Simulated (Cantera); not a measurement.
Charge: 1 mol C₂H₆, 0.1 mol CO₂, equilibrated at 1350 K and 46.0 bar.

Cantera equilibrium calculation (NASA polynomials, part measured and part estimated; ideal gas, pure solids and liquids). Candidate condensed phases: C, C₆H₆, C₇H₈, C₈H₁₈, H₂O; 110 gas species. The ideal-gas law is rough above about 30 bar. Rates play no part.

Base state: H₂ 0.770, CH₄ 0.157, CO 0.0600, H₂O 0.0122, CO₂ 0.000483, C₂H₆ 5.64e-5, C₂H₄ 5.11e-5 (mole fractions); condensed: C(graphite).

Task: What changes in the equilibrium state with this change: temperature from 1350 K to 2823.15 K?

Result: 
```csv
species,before,after
H₂,0.770,0.888
CO,0.0600,0.0623
C₂H₂ (acetylene),9.54e-7,0.0320
CH₄,0.157,0.00346
H,3.08e-7,0.0123
H₂O,0.0122,3.07e-5
C₄H₂,<1e-9,0.000480
C₃H₃ (propargyl),<1e-9,7.13e-5
C₂H₂ (vinylidene),<1e-9,6.53e-5
C₂H,<1e-9,5.82e-5
"C(graphite), mol",1.50,1.67
```

Task: What changes in the equilibrium state with this change: temperature from 1350 K to 550 K?

Result: 
```json
[
 {"species": "CH₄", "before": "0.157", "after": "0.870"},
 {"species": "H₂O", "before": "0.0122", "after": "0.121"},
 {"species": "H₂", "before": "0.770", "after": "0.00668"},
 {"species": "CO", "before": "0.0600", "after": "1.67e-6"},
 {"species": "C₂H₄", "before": "5.11e-5", "after": "<1e-9"},
 {"species": "CO₂", "before": "0.000483", "after": "0.00174"},
 {"species": "C(graphite), mol", "before": "1.50", "after": "0.700"}
]
```
